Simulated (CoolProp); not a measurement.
Vapour-liquid equilibrium of ethanol (1) + p-xylene (2) at 0.437 MPa; x and y are mole fractions of (1).

Values from CoolProp's multi-fluid Helmholtz-energy mixture model, Schroeder 2014 and Zhou 2012; pair parameters Bell 2016.

Task: Give the bubble temperature and the first vapour's composition at x = 0.05, 0.65, 0.85. Is there an azeotrope?

Result: x = 0.05: 443.5 K, y = 0.484; x = 0.65: 400.8 K, y = 0.872; x = 0.85: 396.9 K, y = 0.934. No azeotrope shows between x = 0.05 and 0.95.

Pair parameters are fitted to limited data, so mixtures are less certain than the pure fluids. With so large a gap from Raoult's law the liquid may split in two, which this calculation doesn't test in full.
